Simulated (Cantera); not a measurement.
Cantera run, input and output.

```python
import numpy as np
import cantera as ct

gas = ct.Solution("gri30.yaml")


def delay(T, t_max=10):
    gas.TPX = T, 1000000, {'CO': 1, 'H2': 0.033, 'O2': 0.939, 'N2': 6.29}
    reactor = ct.IdealGasConstPressureReactor(gas, clone=False)
    net = ct.ReactorNet([reactor])
    net.rtol, net.atol = 1e-8, 1e-16
    while net.time < t_max:
        t_old, T_old = net.time, reactor.T
        net.step()
        if reactor.T > T + 400:  # ignition: a rise of 400 K
            return t_old + (T + 400 - T_old) / (reactor.T - T_old) * (net.time - t_old)
    return np.nan


taus = []
for T in [1225, 1325, 1425, 1525, 1625, 1725, 1825, 1925]:
    taus.append(delay(T))
    print(f"T0 = {T:6g} K   tau = {taus[-1]:.4e} s")
```

It prints:

```
T0 =   1225 K   tau = 2.0691e-04 s
T0 =   1325 K   tau = 7.3293e-05 s
T0 =   1425 K   tau = 4.1931e-05 s
T0 =   1525 K   tau = 2.9858e-05 s
T0 =   1625 K   tau = 2.4086e-05 s
T0 =   1725 K   tau = 2.1131e-05 s
T0 =   1825 K   tau = 1.9726e-05 s
T0 =   1925 K   tau = 1.9319e-05 s
```

Model: GRI-Mech 3.0 (53 species, 325 reactions), integrated in Cantera. The hydrogen kinetics of GRI-Mech 3.0 are dated; newer H2 mechanisms differ, most at raised pressure. Where the delays flatten at high temperature, the 400 K rule measures the pace of heat release, not the induction time.
